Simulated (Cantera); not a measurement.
# Ammonia decomposition in nitride growth gas

A perfectly stirred reactor is fed with NH3 : H2 = 1 : 0.15 (molar parts), at 12.8 Torr; it is held at 2175 K, and followed from long to short residence time.

Detailed kinetics in Cantera: the gas-phase N/H chemistry of the illustrative SiF4/NH3 mechanism in the Surface Chemkin manual (1991). Walls and surfaces, which speed up NH3 decomposition in real reactors, are not modelled.

```csv
τ (s),x NH3,x H2,x NH2,x N2,x N2H4
8.5,0.0163,0.753,0.000196,0.228,8.18e-11
3.9,0.0383,0.737,0.000341,0.222,2.49e-10
1.8,0.0795,0.707,0.000559,0.211,6.69e-10
0.80,0.157,0.651,0.000895,0.190,1.72e-9
0.36,0.281,0.560,0.00134,0.157,3.85e-9
0.16,0.448,0.438,0.00186,0.112,7.40e-9
0.075,0.604,0.323,0.00230,0.0700,1.14e-8
0.034,0.727,0.233,0.00263,0.0370,1.49e-8
0.015,0.802,0.178,0.00280,0.0168,1.68e-8
0.0070,0.839,0.151,0.00277,0.00714,1.64e-8
0.0032,0.857,0.138,0.00249,0.00244,1.33e-8
```
x: mole fraction; the columns are a selection and need not sum to one.
